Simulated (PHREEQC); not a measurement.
**Acid mine or pickling water: speciation**

Model water analysis in mg/kgw, 25 °C, pH 3.53: Na 1520; K 135; Ca 280; Mg 146; Cl 864; S(6) as SO4 3520; Br 12.2; B 10.7.

Valence states are taken as typed.

Model: Pitzer model, pitzer.dat, run in PHREEQC.

Each row changes one thing in this solution. Precipitation was switched off in this run.

| case | HSO4- (mol/kgw) | B(OH)4- (mol/kgw) | CaB(OH)4+ (mol/kgw) | MgB(OH)4+ (mol/kgw) | SI of Gypsum (CaSO4:2H2O) | SI of Epsomite (MgSO4:7H2O) |
|---|---|---|---|---|---|---|
| as made | 0.000355 | 2.78e-9 | 1.82e-10 | 1.05e-10 | -0.24 | -2.99 |
| S(6) from 3520 to 7040 mg/kgw | ? | 2.90e-9 | 1.47e-10 | 9.18e-11 | ? | -2.85 |
| temperature from 25 to 10 °C at the same typed pH | 0.000241 | 2.76e-9 | 1.93e-10 | 1.10e-10 | ? | -2.83 |
| all concentrations times 2 at the same typed pH | 0.000536 | 6.26e-9 | 6.06e-10 | 3.57e-10 | +0.08 | -2.65 |

### Question
Complete the blanks.

### Answer

- S(6) from 3520 to 7040 mg/kgw, HSO4- (mol/kgw): 0.000646
- S(6) from 3520 to 7040 mg/kgw, SI of Gypsum (CaSO4:2H2O): -0.14
- temperature from 25 to 10 °C at the same typed pH, SI of Gypsum (CaSO4:2H2O): -0.20

Some of these states are supersaturated (in Gypsum, for instance). Away from 25 °C the constants follow the database's enthalpies or fits; those with neither stay at their 25 °C values.
